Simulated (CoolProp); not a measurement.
Vapour-liquid equilibrium of propylene (1) + R134a (2) at 203 K; x and y are mole fractions of (1).

The numbers come from the multi-fluid Helmholtz-energy mixture model, Lemmon 2013 and Tillner-Roth 1994; pair parameters Bell 2016 in CoolProp.

```json
[
 {"x": "0.05", "bubble pressure, mixture model (MPa)": "0.01413", "bubble pressure, Raoult's law (MPa)": "0.009095", "y, mixture model": "0.465", "y, Raoult's law": "0.175"},
 {"x": "0.125", "bubble pressure, mixture model (MPa)": "0.02087", "bubble pressure, Raoult's law (MPa)": "0.01090", "y, mixture model": "0.659", "y, Raoult's law": "0.366"},
 {"x": "0.2", "bubble pressure, mixture model (MPa)": "0.02521", "bubble pressure, Raoult's law (MPa)": "0.01270", "y, mixture model": "0.732", "y, Raoult's law": "0.503"},
 {"x": "0.275", "bubble pressure, mixture model (MPa)": "0.02788", "bubble pressure, Raoult's law (MPa)": "0.01450", "y, mixture model": "0.768", "y, Raoult's law": "0.605"},
 {"x": "0.35", "bubble pressure, mixture model (MPa)": "0.02946", "bubble pressure, Raoult's law (MPa)": "0.01630", "y, mixture model": "0.788", "y, Raoult's law": "0.685"},
 {"x": "0.425", "bubble pressure, mixture model (MPa)": "0.03037", "bubble pressure, Raoult's law (MPa)": "0.01810", "y, mixture model": "0.800", "y, Raoult's law": "0.749"},
 {"x": "0.5", "bubble pressure, mixture model (MPa)": "0.03091", "bubble pressure, Raoult's law (MPa)": "0.01990", "y, mixture model": "0.808", "y, Raoult's law": "0.802"},
 {"x": "0.575", "bubble pressure, mixture model (MPa)": "0.03129", "bubble pressure, Raoult's law (MPa)": "0.02171", "y, mixture model": "0.814", "y, Raoult's law": "0.845"},
 {"x": "0.65", "bubble pressure, mixture model (MPa)": "0.03163", "bubble pressure, Raoult's law (MPa)": "0.02351", "y, mixture model": "0.822", "y, Raoult's law": "0.882"},
 {"x": "0.725", "bubble pressure, mixture model (MPa)": "0.03198", "bubble pressure, Raoult's law (MPa)": "0.02531", "y, mixture model": "0.833", "y, Raoult's law": "0.914"},
 {"x": "0.8", "bubble pressure, mixture model (MPa)": "0.03233", "bubble pressure, Raoult's law (MPa)": "0.02711", "y, mixture model": "0.852", "y, Raoult's law": "0.942"},
 {"x": "0.875", "bubble pressure, mixture model (MPa)": "0.03257", "bubble pressure, Raoult's law (MPa)": "0.02891", "y, mixture model": "0.884", "y, Raoult's law": "0.966"},
 {"x": "0.95", "bubble pressure, mixture model (MPa)": "0.03244", "bubble pressure, Raoult's law (MPa)": "0.03071", "y, mixture model": "0.939", "y, Raoult's law": "0.987"}
]
```

The largest gap from Raoult's law is +98.5 % in bubble pressure, at x = 0.2. y crosses x between x = 0.875 and 0.95: the model has an azeotrope there.

Pair parameters are fitted to limited data, so mixtures are less certain than the pure fluids. With so large a gap from Raoult's law the liquid may split in two, which this calculation doesn't test in full.
